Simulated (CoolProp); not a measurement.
Values from CoolProp's reference Helmholtz-energy equation of state, Leachman 2009.

Task: For normal hydrogen, give the phase and the conductivity (mW/(m K)) at 308.9 K and 0.0344 MPa; 343.3 K and 0.0535 MPa.

Result: 
- 308.9 K and 0.0344 MPa: gas; conductivity 191
- 343.3 K and 0.0535 MPa: gas; conductivity 207

Thermal conductivity comes from a separate model (Assael 2011).
